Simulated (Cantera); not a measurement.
Cantera run:

```python
import numpy as np
import cantera as ct

gas_names = """
    H HO2 H2 H2O H2O2 O OH O2 O3 Si SiH SiH2 SiH3 SiH4 SiO SiO2 Si2 Si3
""".split()
cond_names = """
    H2O(s) H2O(L) Si(cr) Si(L) SiO2(Lqz) SiO2(hqz) SiO2(L)
""".split()


def load(file, names, dense=False):
    # The tables refer to 1 bar. Condensed volumes are neglected.
    table = {s.name: s for s in ct.Species.list_from_file(file)}
    out = []
    for n in names:
        d = dict(table[n].input_data)
        d["thermo"] = dict(d["thermo"], **{"reference-pressure": 1e5})
        if dense:
            d["equation-of-state"] = {"model": "constant-volume", "density": "1e6 g/cm^3"}
        out.append(ct.Species.from_dict(d))
    return out


gas = ct.Solution(thermo="ideal-gas", species=load("nasa_gas.yaml", gas_names))
cond = {s.name: ct.Solution(thermo="fixed-stoichiometry", species=[s], name=s.name)
        for s in load("nasa_condensed.yaml", cond_names, dense=True)}
atoms = {
    'SiH4': {'Si': 1, 'H': 4},
    'O2': {'O': 2},
    'H2': {'H': 2},
}
top_T = {}  # K; cautious upper limits of use, not melting points


def equilibrate(T, P, feed):
    n = {}
    for name, mol in feed.items():
        for a, k in atoms[name].items():
            n[a] = n.get(a, 0.0) + k * mol
    gas.TPX = T, P, n
    mass = sum(n.values()) * gas.mean_molecular_weight
    gas.equilibrate("TP")
    valid = [c for c in cond.values() if c.min_temp <= T <= top_T.get(c.name, c.max_temp)]
    mix = ct.Mixture([(gas, mass / gas.mean_molecular_weight)] + [(c, 0.0) for c in valid])
    mix.T, mix.P = T, P
    mix.equilibrate("TP", solver="vcs", rtol=1e-11, max_steps=5000)
    return mix


results = []
T = 1548  # K
P = 100000  # Pa
for m in [0.12, 0.17, 0.24, 0.35, 0.49, 0.7, 0.99, 1.4, 2, 2.8, 4, 5.7, 8]:
    feed = {'SiH4': 1, 'O2': m, 'H2': 18}  # mol
    mix = equilibrate(T, P, feed)
    results.append((T, P, feed, dict(zip(mix.species_names, mix.species_moles))))
    x = sorted(zip(gas.X, gas.species_names), reverse=True)
    print(f"T = {T:g} K  P = {P:g} Pa  n(O2) = {m:g} mol  gas = {mix.phase_moles(0):.4g} mol")
    print("   x: " + "  ".join(f"{s} {v:.3e}" for v, s in x if v > 1e-06))
    print("   condensed (mol): " + ("  ".join(f"{mix.phase(i).name} {mix.phase_moles(i):.4g}"
          for i in range(1, mix.n_phases) if mix.phase_moles(i) > 1e-12) or "none"))
```

Output:

```
T = 1548 K  P = 100000 Pa  n(O2) = 0.12 mol  gas = 20.02 mol
   x: H2 9.988e-01  SiO 1.207e-03  H 3.077e-05  H2O 5.436e-06  SiH2 2.723e-06  SiH4 1.084e-06
   condensed (mol): Si(cr) 0.8679  SiO2(hqz) 0.1079
T = 1548 K  P = 100000 Pa  n(O2) = 0.17 mol  gas = 20.02 mol
   x: H2 9.988e-01  SiO 1.207e-03  H 3.077e-05  H2O 5.436e-06  SiH2 2.723e-06  SiH4 1.084e-06
   condensed (mol): Si(cr) 0.8179  SiO2(hqz) 0.1579
T = 1548 K  P = 100000 Pa  n(O2) = 0.24 mol  gas = 20.02 mol
   x: H2 9.988e-01  SiO 1.207e-03  H 3.077e-05  H2O 5.436e-06  SiH2 2.723e-06  SiH4 1.084e-06
   condensed (mol): Si(cr) 0.7479  SiO2(hqz) 0.2279
T = 1548 K  P = 100000 Pa  n(O2) = 0.35 mol  gas = 20.02 mol
   x: H2 9.988e-01  SiO 1.207e-03  H 3.077e-05  H2O 5.436e-06  SiH2 2.723e-06  SiH4 1.084e-06
   condensed (mol): Si(cr) 0.6379  SiO2(hqz) 0.3379
T = 1548 K  P = 100000 Pa  n(O2) = 0.49 mol  gas = 20.02 mol
   x: H2 9.988e-01  SiO 1.207e-03  H 3.077e-05  H2O 5.436e-06  SiH2 2.723e-06  SiH4 1.084e-06
   condensed (mol): Si(cr) 0.4979  SiO2(hqz) 0.4779
T = 1548 K  P = 100000 Pa  n(O2) = 0.7 mol  gas = 20.02 mol
   x: H2 9.988e-01  SiO 1.207e-03  H 3.077e-05  H2O 5.436e-06  SiH2 2.723e-06  SiH4 1.084e-06
   condensed (mol): Si(cr) 0.2879  SiO2(hqz) 0.6879
T = 1548 K  P = 100000 Pa  n(O2) = 0.99 mol  gas = 20.02 mol
   x: H2 9.990e-01  SiO 1.000e-03  H 3.078e-05  H2O 6.564e-06  SiH2 1.868e-06
   condensed (mol): SiO2(hqz) 0.9799
T = 1548 K  P = 100000 Pa  n(O2) = 1.4 mol  gas = 20 mol
   x: H2 9.600e-01  H2O 4.000e-02  H 3.017e-05
   condensed (mol): SiO2(hqz) 1
T = 1548 K  P = 100000 Pa  n(O2) = 2 mol  gas = 20 mol
   x: H2 9.000e-01  H2O 1.000e-01  H 2.921e-05
   condensed (mol): SiO2(hqz) 1
T = 1548 K  P = 100000 Pa  n(O2) = 2.8 mol  gas = 20 mol
   x: H2 8.200e-01  H2O 1.800e-01  H 2.788e-05
   condensed (mol): SiO2(hqz) 1
T = 1548 K  P = 100000 Pa  n(O2) = 4 mol  gas = 20 mol
   x: H2 7.000e-01  H2O 3.000e-01  H 2.576e-05
   condensed (mol): SiO2(hqz) 1
T = 1548 K  P = 100000 Pa  n(O2) = 5.7 mol  gas = 20 mol
   x: H2 5.300e-01  H2O 4.700e-01  H 2.242e-05
   condensed (mol): SiO2(hqz) 1
T = 1548 K  P = 100000 Pa  n(O2) = 8 mol  gas = 20 mol
   x: H2O 7.000e-01  H2 3.000e-01  H 1.687e-05  OH 1.315e-06
   condensed (mol): SiO2(hqz) 1
```

Equilibrium computed with Cantera from the NASA thermochemical tables; the gas is ideal and each condensed phase is pure. Mutual solubility and eutectic melting of coexisting phases are not modelled. The tables hold silica as quartz up to 1696 K and as liquid above; real silica turns to tridymite and cristobalite and melts near 1996 K. Gases not in the tables: Si(OH)4.
